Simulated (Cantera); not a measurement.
Feed: 1 mol Si, 1.2 mol HF, 6.6 mol H2, at 13.3 mbar.

Cantera equilibrium calculation (NASA polynomials, part measured and part estimated; ideal gas, pure solids and liquids). Candidate condensed phases: Si; 25 gas species. The tables' values for SiF3, SiF2 are old estimates; treat these amounts as uncertain. Kinetics and transport are ignored. All values below are at 1173 K.

Base state: H2 0.959, SiF4 0.0364, SiHF3 0.00317, SiF3 0.00138, HF 0.000265, SiH2F2 0.000136, SiF2 6.23e-5 (mole fractions); condensed: Si(s).

Q: What changes in the equilibrium state with this change: HF from 1.2 to 5.9 mol?

A: 
| species | before | after |
|---|---|---|
| H2 | 0.959 | 0.748 |
| HF | 0.000265 | 0.165 |
| SiF4 | 0.0364 | 0.0869 |
| SiH2F2 | 0.000136 | <1e-9 |
| SiF2 | 6.23e-5 | <1e-9 |
| SiHF3 | 0.00317 | 9.46e-6 |
| Si(s), mol | 0.691 | 0 |
